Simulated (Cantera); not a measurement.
Input (Python, Cantera):

```python
import numpy as np
import cantera as ct

surf = ct.Interface("diamond.yaml", "diamond_100")
gas, bulk = surf.adjacent["gas"], surf.adjacent["diamond"]
k = surf.kinetics_species_index(bulk.species_names[0])
cover = ["c6HH", "c6H*", "c6*H", "c6**", "c6HM", "c6B"]

rows, drift = [], 0.0
print(f"{'T':>10s}{'um/h':>11s}" + "".join(f"{s:>11s}" for s in cover))
for v in [925, 975, 1025, 1075, 1125, 1175, 1225, 1275, 1325, 1375]:
    T, P, xH, xCH3 = v, 17000, 0.0091, 1.6e-05
    gas.TPX = T, P, {"H": xH, "CH3": xCH3, "CH4": 0.0021, "H2": 1 - xH - xCH3 - 0.0021}
    surf.TP = bulk.TP = T, P
    surf.coverages = "c6H*:0.1, c6HH:0.9"
    surf.advance_coverages(100.0)
    before = surf.coverages
    surf.advance_coverages(100.0)
    drift = max(drift, np.max(np.abs(surf.coverages - before) / (surf.coverages + 1e-9)))
    rate = surf.net_production_rates[k] * bulk.mean_molecular_weight / bulk.density * 3.6e9
    rows.append([rate, *surf[cover].coverages])
    print(f"{v:10.4g}{rate:11.4e}" + "".join(f"{x:11.3e}" for x in rows[-1][1:]))
```

Result:

```
         T       um/h       c6HH       c6H*       c6*H       c6**       c6HM        c6B
       925 9.8780e-01  6.665e-01  1.250e-02  3.139e-01  5.486e-03  1.326e-03  2.680e-09
       975 1.2801e+00  6.190e-01  1.645e-02  3.549e-01  8.161e-03  1.063e-03  3.474e-09
      1025 1.5955e+00  5.738e-01  2.087e-02  3.925e-01  1.161e-02  8.572e-04  4.329e-09
      1075 1.9048e+00  5.315e-01  2.567e-02  4.259e-01  1.588e-02  6.874e-04  5.169e-09
      1125 2.1426e+00  4.923e-01  3.076e-02  4.551e-01  2.100e-02  5.358e-04  5.814e-09
      1175 2.1968e+00  4.564e-01  3.602e-02  4.800e-01  2.695e-02  3.890e-04  5.961e-09
      1225 1.9808e+00  4.238e-01  4.139e-02  5.007e-01  3.367e-02  2.493e-04  5.375e-09
      1275 1.5819e+00  3.944e-01  4.676e-02  5.175e-01  4.108e-02  1.372e-04  4.293e-09
      1325 1.2155e+00  3.681e-01  5.208e-02  5.307e-01  4.905e-02  6.655e-05  3.298e-09
      1375 9.9914e-01  3.445e-01  5.728e-02  5.406e-01  5.745e-02  3.007e-05  2.711e-09
```

Detailed kinetics in Cantera: the Harris–Goodwin 1993 mechanism for the reconstructed diamond (100) surface.
